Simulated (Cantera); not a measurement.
# Thermodynamics of fluorocarbon and chlorocarbon gases, feed CHF3 + H2

A closed system holds: 1 mol CHF3, a varied amount of H2, at 1823 K and 338 Torr.

These are equilibrium values from Cantera (NASA tables, ideal gas, pure condensed phases), not measurements of a reactor. Candidate condensed phases: C, C6H6, C7H8, C8H18; 95 gas species. Gases not in the tables: C2F6 and larger saturated fluorocarbons. The numbers say what is thermodynamically allowed, not how fast it happens.

```json
[
 {"n(H2) (mol)": "0.4", "x HF": "0.856", "x H2": "2.72e-7", "x CF4": "0.142", "x CF2": "0.00125", "x H": "3.37e-7", "x CF3": "0.000220", "n C(graphite)": "0.699"},
 {"n(H2) (mol)": "0.49", "x HF": "0.885", "x H2": "3.25e-7", "x CF4": "0.113", "x CF2": "0.00112", "x H": "3.68e-7", "x CF3": "0.000186", "n C(graphite)": "0.744"},
 {"n(H2) (mol)": "0.59", "x HF": "0.913", "x H2": "3.99e-7", "x CF4": "0.0853", "x CF2": "0.000968", "x H": "4.08e-7", "x CF3": "0.000150", "n C(graphite)": "0.794"},
 {"n(H2) (mol)": "0.72", "x HF": "0.945", "x H2": "5.38e-7", "x CF4": "0.0537", "x CF2": "0.000768", "x H": "4.74e-7", "x CF3": "0.000106", "n C(graphite)": "0.859"},
 {"n(H2) (mol)": "0.87", "x HF": "0.976", "x H2": "8.81e-7", "x CF4": "0.0228", "x CF2": "0.000501", "x H": "6.06e-7", "x CF3": "5.59e-5", "n C(graphite)": "0.934"},
 {"n(H2) (mol)": "1.1", "x HF": "0.968", "x H2": "0.0322", "x CF4": "1.65e-11", "x CF2": "1.35e-8", "x H": "0.000116", "x CF3": "7.79e-12", "n C(graphite)": "1.000"},
 {"n(H2) (mol)": "1.3", "x HF": "0.909", "x H2": "0.0908", "x CF4": "1.61e-12", "x CF2": "4.21e-9", "x H": "0.000195", "x CF3": "1.36e-12", "n C(graphite)": "1.000"},
 {"n(H2) (mol)": "1.5", "x HF": "0.857", "x H2": "0.143", "x CF4": "<1e-12", "x CF2": "2.38e-9", "x H": "0.000244", "x CF3": "<1e-12", "n C(graphite)": "1.000"},
 {"n(H2) (mol)": "1.9", "x HF": "0.769", "x H2": "0.230", "x CF4": "<1e-12", "x CF2": "1.19e-9", "x H": "0.000310", "x CF3": "<1e-12", "n C(graphite)": "1.000"},
 {"n(H2) (mol)": "2.3", "x HF": "0.698", "x H2": "0.302", "x CF4": "<1e-12", "x CF2": "7.45e-10", "x H": "0.000355", "x CF3": "<1e-12", "n C(graphite)": "0.999"},
 {"n(H2) (mol)": "2.7", "x HF": "0.638", "x H2": "0.361", "x CF4": "<1e-12", "x CF2": "5.21e-10", "x H": "0.000388", "x CF3": "<1e-12", "n C(graphite)": "0.999"}
]
```
x: gas mole fraction; n: condensed amount in mol.

From 0.4 mol H2 to 2.7 mol H2 the condensed part is C(graphite). The main C-bearing gas is CF4 at 0.4 mol H2 and C2H2 (acetylene) at 2.7 mol H2.
